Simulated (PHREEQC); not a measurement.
Solution (85 °C): 0.014 mol HCl, 0.0091 mol FeSO4 and 0.0022 mol MgSO4 per kg of water. It is in equilibrium with CO2 at log p = -2 (atm). Otherwise closed; pH follows from the charge balance.

Model: ion-association model, phreeqc.dat, run in PHREEQC.

Precipitation was switched off in this run.

Problem. What pH, ionic strength, specific conductance does the model give?

Solution. pH 2.15; ionic strength 0.0364 mol/kgw; specific conductance 12700 µS/cm.

Problem. In which forms is S present?

Solution. HSO4- 48 %, SO4-2 26 %, FeSO4 17 %, MgSO4 6.9 %, FeHSO4+ 1.9 % of the S.

Away from 25 °C the constants follow the database's enthalpies or fits; those with neither stay at their 25 °C values.
